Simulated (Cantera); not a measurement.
A closed system holds: 1 mol HgO, 0.038 mol H2, 65 mol N2, held at 1100 °C and 10.0 Torr.

Equilibrium computed with Cantera from the NASA thermochemical tables; the gas is ideal and each condensed phase is pure. Candidate condensed phases: H2O, Hg, HgO; 25 gas species. Kinetics and transport are ignored.

What is the equilibrium state?


```json
{
  "x(N2)": "0.977",
  "x(Hg)": "0.0150",
  "x(O2)": "0.00717",
  "x(H2O)": "0.000570",
  "x(NO)": "0.000128",
  "x(OH)": "2.24e-6",
  "gas_amount": "66.52 mol",
  "log10 activity of Hg(l) (absent)": "-6.27"
}
```
